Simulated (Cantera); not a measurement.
A Cantera script and its output.

```python
import numpy as np
import cantera as ct

gas = ct.Solution("gri30.yaml")
gas.TPX = 1450, 320, {'H2': 0.048, 'O2': 1, 'N2': 0.012}
reactor = ct.IdealGasConstPressureReactor(gas, energy="off", clone=False)
net = ct.ReactorNet([reactor])
net.rtol, net.atol = 1e-08, 1e-18
show = ['H2', 'O2', 'OH', 'HO2', 'H2O', 'H2O2', 'H']
times = np.geomspace(2e-06, 1, 13)

steps = ct.SolutionArray(gas, extra=["t"])
rows = []
print(f"{'t/s':>10s}{'T/K':>9s}{'P/Pa':>11s}" + "".join(f"{s:>11s}" for s in show))
for t in times:
    while net.time < t:
        t_next = net.step()
        steps.append(gas.state, t=t_next)
    rows.append([np.interp(t, steps.t, y) for y in (steps.T, steps.P, *steps(*show).X.T)])
    print(f"{t:10.3e}{rows[-1][0]:9.1f}{rows[-1][1]:11.4g}" + "".join(f"{x:11.3e}" for x in rows[-1][2:]))
rate = np.gradient(steps.T, steps.t)
print("integrator steps:", len(steps.t))
if steps.T.max() > steps.T[0] + 200:
    print(f"time of steepest temperature rise: {steps.t[rate.argmax()]:.4e} s")
gas.TPX = 1450, 320, {'H2': 0.048, 'O2': 1, 'N2': 0.012}
gas.equilibrate("TP")
print(f"equilibrium (TP): T = {gas.T:.1f} K  " + "  ".join(f"{s} {gas[s].X[0]:.3e}" for s in show))
```

It prints:

```
       t/s      T/K       P/Pa         H2         O2         OH        HO2        H2O       H2O2          H
 2.000e-06   1450.0        320  4.528e-02  9.434e-01  1.259e-11  9.353e-10  3.960e-14  5.174e-15  9.227e-10
 5.970e-06   1450.0        320  4.528e-02  9.434e-01  1.098e-10  2.791e-09  1.037e-12  4.610e-14  2.683e-09
 1.782e-05   1450.0        320  4.528e-02  9.434e-01  9.193e-10  8.332e-09  2.628e-11  4.098e-13  7.434e-09
 5.318e-05   1450.0        320  4.528e-02  9.434e-01  6.931e-09  2.486e-08  6.129e-10  3.630e-12  1.843e-08
 1.587e-04   1450.0        320  4.528e-02  9.434e-01  4.327e-08  7.418e-08  1.218e-08  3.190e-11  4.084e-08
 4.738e-04   1450.0        320  4.528e-02  9.434e-01  2.732e-07  2.211e-07  2.198e-07  2.729e-10  1.359e-07
 1.414e-03   1450.0        320  4.527e-02  9.434e-01  6.125e-06  6.557e-07  8.956e-06  2.163e-09  2.535e-06
 4.221e-03   1450.0        320  2.143e-02  9.237e-01  8.295e-03  3.878e-07  1.762e-02  1.492e-08  4.175e-03
 1.260e-02   1450.0        320  7.086e-04  9.036e-01  6.051e-03  3.579e-07  3.928e-02  9.560e-09  4.548e-03
 3.761e-02   1450.0        320  6.999e-04  9.041e-01  6.016e-03  3.564e-07  3.937e-02  9.534e-09  4.458e-03
 1.122e-01   1450.0        320  6.753e-04  9.056e-01  5.914e-03  3.521e-07  3.961e-02  9.459e-09  4.202e-03
 3.350e-01   1450.0        320  6.078e-04  9.095e-01  5.623e-03  3.393e-07  4.027e-02  9.224e-09  3.537e-03
 1.000e+00   1450.0        320  4.508e-04  9.183e-01  4.866e-03  3.022e-07  4.172e-02  8.472e-09  2.191e-03
integrator steps: 603
equilibrium (TP): T = 1450.0 K  H2 8.030e-07  O2 9.418e-01  OH 2.081e-04  HO2 6.686e-08  H2O 4.622e-02  H2O2 3.909e-10  H 1.508e-07
```

Computed with Cantera and GRI-Mech 3.0 (53 species, 325 reactions). Radical loss at walls, strong at low pressure, is not modelled. The temperature is held fixed by assumption; the heat of reaction is taken as removed at once.
